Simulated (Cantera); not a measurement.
**Thermodynamics of carbothermic reduction, feed Cu2O + CH4 + H2**

Input: 1 mol Cu2O, 4.2 mol CH4, 4.9 mol H2, equilibrated at 1650 °C.

Method: chemical equilibrium by Gibbs-energy minimisation in Cantera with the NASA 1993 tables (ideal gas, pure condensed phases). Candidate condensed phases: C, C6H6, C7H8, C8H18, Cu, CuO, Cu(OH)2, Cu2O, H2O; 113 gas species. Kinetics and transport are ignored.

| P (Pa) | x H2 | x Cu | x H | x CO | n C(graphite) | n Cu(l) |
|---|---|---|---|---|---|---|
| 10 | 0.742 | 0.118 | 0.0811 | 0.0589 | 3.19 | 0 |
| 52 | 0.782 | 0.120 | 0.0365 | 0.0602 | 3.19 | 0 |
| 270 | 0.801 | 0.122 | 0.0162 | 0.0609 | 3.19 | 0 |
| 1400 | 0.809 | 0.122 | 0.00716 | 0.0611 | 3.19 | 0 |
| 7200 | 0.900 | 0.0284 | 0.00333 | 0.0678 | 3.19 | 1.58 |
| 37000 | 0.923 | 0.00552 | 0.00149 | 0.0695 | 3.19 | 1.92 |
| 190000 | 0.927 | 0.00108 | 0.000658 | 0.0699 | 3.18 | 1.98 |
| 1000000 | 0.924 | 0.000204 | 0.000286 | 0.0701 | 3.12 | 2.00 |
x: gas mole fraction; n: condensed amount in mol.

From 10.0 Pa to 14.0 mbar the condensed part is C(graphite). From 72.0 mbar to 10.0 bar the condensed part is C(graphite) + Cu(l). The main Cu-bearing gas is Cu throughout.
